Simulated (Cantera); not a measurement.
A closed system holds: 1 mol Fe2O3, 83 mol HCl, 3.2 mol O2, equilibrated at 1673 K and 0.000110 bar.

Cantera equilibrium calculation (NASA polynomials, part measured and part estimated; ideal gas, pure solids and liquids). Candidate condensed phases: Fe, FeCl2, FeCl3, FeO, Fe(OH)2, Fe(OH)3, Fe2O3, Fe3O4, H2O; 22 gas species. Rates play no part.

Base state: HCl 0.731, Cl 0.145, H2O 0.0923, FeCl2 0.0222, O2 0.00532, H2 0.00182, OH 0.00113, H 0.000463 (mole fractions); condensed: gas only.

### Question
What changes in the equilibrium state with this change: Fe2O3 replaced by CaO?

### Answer
```tsv
species	before	after
HCl	0.731	0.768
Cl	0.145	0.137
H2O	0.0923	0.0769
FeCl2	0.0222	0
CaCl2	0	0.0112
O2	0.00532	0.00241
O	0.000232	0.000156
OH	0.00113	0.000846
H2	0.00182	0.00226
Cl2	8.40e-5	7.49e-5
```
Further candidate phases: Ca, CaCl2, CaO, Ca(OH)2.

### Question
What changes in the equilibrium state with this change: temperature from 1673 K to 1325 K?

### Answer
| species | before | after |
|---|---|---|
| HCl | 0.731 | 0.841 |
| Cl | 0.145 | 0.0551 |
| H2O | 0.0923 | 0.0517 |
| O2 | 0.00532 | 0.0276 |
| FeCl2 | 0.0222 | 0.0227 |
| H | 0.000463 | 3.11e-7 |
| H2 | 0.00182 | 3.98e-6 |
